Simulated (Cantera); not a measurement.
# Equilibrium for silicon epitaxy and polysilicon growth: Si3H8 + HCl + H2

Charge: 1 mol Si3H8, 0.084 mol HCl, 930 mol H2, equilibrated at 827 °C and 1 atm.

Method: chemical equilibrium by Gibbs-energy minimisation in Cantera with the NASA 1993 tables (ideal gas, pure condensed phases). Candidate condensed phases: Si; 19 gas species. The feed counts by its element totals alone. Equilibrium is a limit: real reactors are often held back by kinetics, nucleation or transport.

x(H2): 1.000
x(HCl): 8.96e-5
n(Si(s)): 3.00 mol
gas amount: 934.1 mol
